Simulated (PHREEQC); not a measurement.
0.069 g of hydrous ferric oxide (600 m²/g; 0.2 weak and 0.005 strong sites per Fe, Dzombak-Morel constants, diffuse double layer) in 1 kg of water with 0.3 mol/kgw of an inert sodium salt and 3.5e-05 mol/kgw Na2SeO4, at 25 °C; the pH is set by adding NaOH or the inert anion's acid. O2 is buffered at 0.21 atm. The system is closed to CO2. Nothing may precipitate in this run.

Base run: PHREEQC, ion-association model, wateq4f.dat. Each further column changes one thing. The table gives Se sorbed (%).

```json
[
 {"pH": "4", "base": "43.1", "background salt from 0.3 to 0.03 mol/kgw": "93.3", "oxide from 0.069 to 0.35 g/kgw": "87.2"},
 {"pH": "4.38", "base": "40.2", "background salt from 0.3 to 0.03 mol/kgw": "89.3", "oxide from 0.069 to 0.35 g/kgw": "[?]"},
 {"pH": "5.12", "base": "28.4", "background salt from 0.3 to 0.03 mol/kgw": "70.8", "oxide from 0.069 to 0.35 g/kgw": "[?]"},
 {"pH": "5.5", "base": "19.8", "background salt from 0.3 to 0.03 mol/kgw": "55.4", "oxide from 0.069 to 0.35 g/kgw": "60.0"},
 {"pH": "6.25", "base": "5.8", "background salt from 0.3 to 0.03 mol/kgw": "22.1", "oxide from 0.069 to 0.35 g/kgw": "[?]"},
 {"pH": "6.62", "base": "2.4", "background salt from 0.3 to 0.03 mol/kgw": "10.0", "oxide from 0.069 to 0.35 g/kgw": "[?]"},
 {"pH": "7.38", "base": "0.3", "background salt from 0.3 to 0.03 mol/kgw": "0.8", "oxide from 0.069 to 0.35 g/kgw": "[?]"},
 {"pH": "7.75", "base": "0.1", "background salt from 0.3 to 0.03 mol/kgw": "[?]", "oxide from 0.069 to 0.35 g/kgw": "0.4"},
 {"pH": "8.5", "base": "0.0", "background salt from 0.3 to 0.03 mol/kgw": "0.0", "oxide from 0.069 to 0.35 g/kgw": "0.0"},
 {"pH": "8.88", "base": "0.0", "background salt from 0.3 to 0.03 mol/kgw": "0.0", "oxide from 0.069 to 0.35 g/kgw": "0.0"},
 {"pH": "9.62", "base": "0.0", "background salt from 0.3 to 0.03 mol/kgw": "0.0", "oxide from 0.069 to 0.35 g/kgw": "0.0"},
 {"pH": "10", "base": "0.0", "background salt from 0.3 to 0.03 mol/kgw": "0.0", "oxide from 0.069 to 0.35 g/kgw": "0.0"}
]
```

Some entries are withheld; supply them.


- 4.38, oxide from 0.069 to 0.35 g/kgw: 85.2
- 5.12, oxide from 0.069 to 0.35 g/kgw: 73.2
- 6.25, oxide from 0.069 to 0.35 g/kgw: 24.2
- 6.62, oxide from 0.069 to 0.35 g/kgw: 11.1
- 7.38, oxide from 0.069 to 0.35 g/kgw: 1.3
- 7.75, background salt from 0.3 to 0.03 mol/kgw: 0.2
